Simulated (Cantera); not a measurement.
Charge: 1 mol CaF2, 18 mol H2, equilibrated at 0.133 bar.

Method: chemical equilibrium by Gibbs-energy minimisation in Cantera with the NASA 1993 tables (ideal gas, pure condensed phases). Candidate condensed phases: Ca, CaF2; 15 gas species. Kinetics and transport are ignored.

Problem. What share of the Ca ends up in condensed phases as a function of T (K), at 1373, 1423, 1473, 1523, 1573, 1623, 1673, 1723, 1773, 1823, 1873, 1923, 1973?

Solution. 
```json
[
 {"T (K)": "1373", "Ca condensed (%)": "100.0", "as": "CaF2(s)"},
 {"T (K)": "1423", "Ca condensed (%)": "100.0", "as": "CaF2(s)"},
 {"T (K)": "1473", "Ca condensed (%)": "100.0", "as": "CaF2(s)"},
 {"T (K)": "1523", "Ca condensed (%)": "99.9", "as": "CaF2(s)"},
 {"T (K)": "1573", "Ca condensed (%)": "99.7", "as": "CaF2(s)"},
 {"T (K)": "1623", "Ca condensed (%)": "99.4", "as": "CaF2(s)"},
 {"T (K)": "1673", "Ca condensed (%)": "98.8", "as": "CaF2(s)"},
 {"T (K)": "1723", "Ca condensed (%)": "97.5", "as": "CaF2(l)"},
 {"T (K)": "1773", "Ca condensed (%)": "95.2", "as": "CaF2(l)"},
 {"T (K)": "1823", "Ca condensed (%)": "91.1", "as": "CaF2(l)"},
 {"T (K)": "1873", "Ca condensed (%)": "84.0", "as": "CaF2(l)"},
 {"T (K)": "1923", "Ca condensed (%)": "72.1", "as": "CaF2(l)"},
 {"T (K)": "1973", "Ca condensed (%)": "52.3", "as": "CaF2(l)"}
]
```
